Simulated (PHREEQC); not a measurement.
# Sulfide liquor (model solution)

Dissolve 0.005 mol NaHS and 0.00062 mol MnCl2 per kg of water at 25 °C. Closed to the air; pH follows from the charge balance.

Model: ion-association model, wateq4f.dat, run in PHREEQC.

No solid was allowed to form.

### Question
Predict the pH, ionic strength.

### Answer
pH 9.11; ionic strength 0.00683 mol/kgw.

### Question
In which forms is Mn present?

### Answer
Mn+2 97 %, MnOH+ 2.5 % of the Mn.

The polysulfide entries of wateq4f.dat were taken out for this run.
